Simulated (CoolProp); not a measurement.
Values from CoolProp's reference Helmholtz-energy equation of state, Span 1996.

Task: Give the vapour pressure (MPa), liquid density (kg/m³), vapour density (kg/m³), liquid cp (kJ/(kg K)) of saturated carbon dioxide at 276.8 K.

Result: 
```
T (K)  p (MPa)  liquid density (kg/m³)  vapour density (kg/m³)  liquid cp (kJ/(kg K))
-----  -------  ----------------------  ----------------------  ---------------------
276.8     3.83                     905                     110                   2.67
```
